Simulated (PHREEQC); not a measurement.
Dissolve 0.038 mol NaH2PO4 and 0.013 mol Na2HPO4 per kg of water at 25 °C. Closed to the air; pH follows from the charge balance.

Computed with PHREEQC (ion-association model, phreeqc.dat).

| quantity | before | after |
|---|---|---|
| pH | 6.43 | 6.32 |
| ionic strength (mol/kgw) | 0.0757 | 0.0758 |
| H2PO4- (mol/kgw) | 0.0380 | 0.0380 |
| HPO4-2 (mol/kgw) | 0.0124 | 0.0124 |
| NaHPO4- (mol/kgw) | 0.000625 | 0.000586 |
| PO4-3 (mol/kgw) | 5.19e-8 | 9.08e-8 |

Problem. What was changed between the two runs?
A. diluted 100-fold with water
B. NaH2PO4 left out
C. temperature from 25 to 65 °C
D. temperature from 25 to 90 °C

Solution. C, temperature from 25 to 65 °C

No solid was allowed to form. Away from 25 °C the constants follow the database's enthalpies or fits; those with neither stay at their 25 °C values.
